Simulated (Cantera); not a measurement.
A perfectly stirred reactor is fed with H2 : O2 : N2 : H2O = 0.1 : 1 : 0.85 : 0.12 (molar parts), equivalence ratio 0.050, at 4.13 Torr; it is held at 1400 K, and followed from long to short residence time.

Computed with Cantera and GRI-Mech 3.0 (53 species, 325 reactions). Radical loss at walls, strong at low pressure, is not modelled. The temperature is held fixed by assumption; the heat of reaction is taken as removed at once.

x: mole fraction; the columns are a selection and need not sum to one.

```json
[
 {"τ (s)": "5.2", "x H2": "0.000393", "x O2": "0.467", "x NO": "3.87e-7", "x O": "0.00347", "x HO2": "4.41e-7", "x NO2": "1.13e-11", "x OH": "0.00284"},
 {"τ (s)": "2.3", "x H2": "0.000639", "x O2": "0.465", "x NO": "4.21e-7", "x O": "0.00568", "x HO2": "5.62e-7", "x NO2": "8.89e-12", "x OH": "0.00362"},
 {"τ (s)": "1.0", "x H2": "0.00100", "x O2": "0.462", "x NO": "4.77e-7", "x O": "0.00897", "x HO2": "6.79e-7", "x NO2": "7.35e-12", "x OH": "0.00452"},
 {"τ (s)": "0.45", "x H2": "?", "x O2": "0.459", "x NO": "4.98e-7", "x O": "?", "x HO2": "7.69e-7", "x NO2": "5.90e-12", "x OH": "?"},
 {"τ (s)": "0.20", "x H2": "0.00195", "x O2": "0.455", "x NO": "4.35e-7", "x O": "0.0174", "x HO2": "8.30e-7", "x NO2": "4.19e-12", "x OH": "0.00619"},
 {"τ (s)": "0.089", "x H2": "0.00242", "x O2": "0.452", "x NO": "3.03e-7", "x O": "0.0210", "x HO2": "8.65e-7", "x NO2": "2.55e-12", "x OH": "0.00677"},
 {"τ (s)": "0.039", "x H2": "0.00290", "x O2": "0.450", "x NO": "1.71e-7", "x O": "0.0232", "x HO2": "8.83e-7", "x NO2": "1.32e-12", "x OH": "0.00715"},
 {"τ (s)": "0.017", "x H2": "?", "x O2": "0.450", "x NO": "?", "x O": "0.0240", "x HO2": "8.93e-7", "x NO2": "<1e-12", "x OH": "0.00742"},
 {"τ (s)": "0.0077", "x H2": "0.00481", "x O2": "0.450", "x NO": "3.77e-8", "x O": "0.0235", "x HO2": "8.99e-7", "x NO2": "<1e-12", "x OH": "0.00766"}
]
```

Some entries are withheld; supply them.


- 0.45, x H2: 0.00145
- 0.45, x O: 0.0130
- 0.45, x OH: 0.00540
- 0.017, x H2: 0.00359
- 0.017, x NO: 8.28e-8
